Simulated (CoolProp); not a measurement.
Vapour-liquid equilibrium of ethanol (1) + isohexane (2) at 0.981 MPa; x and y are mole fractions of (1).

Model: multi-fluid Helmholtz-energy mixture model, Schroeder 2014 and Lemmon 2006; pair parameters Bell 2016, in CoolProp.

**Question.** Give the bubble temperature and the first vapour's composition at x = 0.5, 0.8, 0.95. Is there an azeotrope?

**Answer.** x = 0.5: 408.3 K, y = 0.495; x = 0.8: 411.5 K, y = 0.649; x = 0.95: 418.9 K, y = 0.869. y crosses x between x = 0.35 and 0.5: the model has an azeotrope there.

Pair parameters are fitted to limited data, so mixtures are less certain than the pure fluids.
